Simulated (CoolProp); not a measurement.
Vapour-liquid equilibrium of ethane (1) + n-butane (2) at 0.0336 MPa; x and y are mole fractions of (1).

Values from CoolProp's multi-fluid Helmholtz-energy mixture model, Bücker 2006 and Bücker 2006; pair parameters Kunz 2012.

Give the bubble temperature and the first vapour's composition at x = 0.2, 0.35, 0.8. Is there an azeotrope?

x = 0.2: 194.0 K, y = 0.971; x = 0.35: 183.0 K, y = 0.991; x = 0.8: 169.6 K, y = 0.999. No azeotrope shows between x = 0.05 and 0.95.

The pair parameters rest on a limited set of measurements; away from them the model extrapolates. The gap from Raoult's law changes sign with composition, which may be real or a fault of the pair parameters; it wasn't checked against measurements.
